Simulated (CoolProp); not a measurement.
n-perfluorohexane along the isobar 647 kPa: fugacity coefficient from the reference equation and from simpler models built on Tc = 448.0 K, pc = 1742 kPa, ω = 0.497; each cubic takes its own stable root.

The numbers come from the reference Helmholtz-energy equation of state, Gao 2022 in CoolProp.

| T (K) | phase | reference | Redlich-Kwong | Soave-Redlich-Kwong | Peng-Robinson |
|---|---|---|---|---|---|
| 326.5 | liquid | 0.1360 | 0.3079 | 0.1376 | ? |
| 336 | liquid | 0.1840 | ? | 0.1867 | 0.1846 |
| 345.5 | liquid | 0.2431 | ? | ? | 0.2436 |
| 355 | liquid | 0.3141 | 0.5390 | 0.3202 | ? |
| 364.5 | liquid | ? | 0.6312 | 0.4063 | 0.3984 |
| 374 | liquid | 0.4946 | 0.7299 | 0.5059 | 0.4952 |
| 383.5 | liquid | 0.6043 | 0.8060 | 0.6187 | 0.6048 |
| 393 | liquid | 0.7266 | 0.8192 | 0.7438 | 0.7266 |
| 402.5 | gas | 0.8112 | 0.8312 | 0.8159 | 0.8034 |
| 412 | gas | 0.8266 | 0.8422 | 0.8308 | 0.8183 |
| 421.5 | gas | 0.8404 | 0.8522 | 0.8443 | 0.8319 |
| 431 | gas | 0.8527 | 0.8614 | ? | 0.8443 |
| 440.5 | gas | 0.8639 | 0.8698 | 0.8679 | 0.8556 |
| 450 | gas | ? | 0.8777 | 0.8782 | 0.8660 |

Problem. Fill in the missing entries.

Solution. 
- 326.5, Peng-Robinson: 0.1367
- 336, Redlich-Kwong: 0.3770
- 345.5, Redlich-Kwong: 0.4541
- 345.5, Soave-Redlich-Kwong: 0.2472
- 355, Peng-Robinson: 0.3147
- 364.5, reference: 0.3979
- 431, Soave-Redlich-Kwong: 0.8566
- 450, reference: 0.8740

At some of these states Redlich-Kwong gives the other phase, because its saturation line lies elsewhere.
